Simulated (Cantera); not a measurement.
Low-pressure radical oxidation in H2/O2

A perfectly stirred reactor is fed with 2.63 % H2, 97.4 % O2, equivalence ratio 0.013, at 23.3 Torr; it is held at 1450 K, and followed from long to short residence time.

Computed with Cantera and the H2/O2 subset of GRI-Mech 3.0, which has no nitrogen chemistry. Radical loss at walls, strong at low pressure, is not modelled.

```
τ (s)        x H2   x O2   x H2O   x H2O2      x O    x HO2       x H
-------  --------  -----  ------  -------  -------  -------  --------
0.52      5.79e-5  0.970  0.0258  2.37e-8  0.00305  7.45e-7   9.08e-5
0.25      8.83e-5  0.968  0.0255  2.90e-8  0.00469  9.67e-7  0.000173
0.12     0.000132  0.965  0.0251  3.46e-8  0.00697  1.21e-6  0.000314
0.059    0.000192  0.962  0.0247  3.98e-8  0.00974  1.45e-6  0.000521
0.029    0.000275  0.959  0.0243  4.44e-8   0.0128  1.67e-6  0.000789
0.014    0.000398  0.956  0.0238  4.88e-8   0.0156  1.86e-6   0.00109
0.0067   0.000604  0.954  0.0232  5.32e-8   0.0176  2.01e-6   0.00137
0.0032   0.000981  0.952  0.0225  5.89e-8   0.0185  2.15e-6   0.00161
0.0016    0.00165  0.952  0.0215  6.64e-8   0.0184  2.29e-6   0.00181
0.00075   0.00303  0.953  0.0198  7.70e-8   0.0171  2.43e-6   0.00199
```
x: mole fraction; the columns are a selection and need not sum to one.
